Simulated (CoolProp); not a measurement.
Saturation properties of R236FA (Tc = 124.9 °C, pc = 3.191 MPa, ω = 0.377).

The numbers come from the reference Helmholtz-energy equation of state, Pan 2012 in CoolProp.

```
T (°C)  p (MPa)  vapour density (kg/m³)  surface tension (mN/m)  liquid viscosity (µPa s)  vapour viscosity (µPa s)
------  -------  ----------------------  ----------------------  ------------------------  ------------------------
15.55    0.1960                   13.40                    10.7                       322                      10.5
26.15    0.2825                   19.08                    9.45                       282                      10.9
36.65    0.3947                   26.48                    8.21                       247                      11.3
47.25    0.5394                   36.20                    7.00                       217                      11.7
57.75    0.7192                   48.66                    5.84                       190                      12.1
68.25    0.9411                   64.77                    4.72                       167                      12.6
78.85     1.214                   86.02                    3.65                       145                      13.2
89.35     1.540                   114.1                    2.64                       124                      14.1
99.85     1.930                   152.9                    1.70                       105                      15.3
110.45    2.398                   212.4                   0.858                      84.7                      17.4
```

It boils at -1.5 °C under 1 atm.

Viscosity comes from a separate model (Huber 2003), an estimate that may be off by 10 % or more. Surface tension comes from a separate correlation (Mulero 2012).
